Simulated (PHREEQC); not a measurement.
**Brackish or sea water: an equilibrium model**

Model water analysis in mg/kgw, 25 °C, pH 6.93, pe 9.7:

```json
[
 {"constituent": "Na", "mg/kgw": "7680"},
 {"constituent": "K", "mg/kgw": "84.8"},
 {"constituent": "Ca", "mg/kgw": "1340"},
 {"constituent": "Mg", "mg/kgw": "864"},
 {"constituent": "Cl", "mg/kgw": "17500"},
 {"constituent": "S(6) as SO4", "mg/kgw": "267"},
 {"constituent": "Alkalinity as HCO3", "mg/kgw": "0.872"},
 {"constituent": "B", "mg/kgw": "0.596"},
 {"constituent": "Cd", "mg/kgw": "389"}
]
```

Valence states are taken as typed.

Model: ion-association model, wateq4f.dat, run in PHREEQC.

This is a speciation only: nothing precipitates in the calculation.

Problem. Estimate the activity of water, charge-balance error.

Solution. activity of water 0.985; charge-balance error -1.9 %.

Problem. In which forms is Ca present?

Solution. Ca+2 99 %, CaSO4 1.2 % of the Ca.
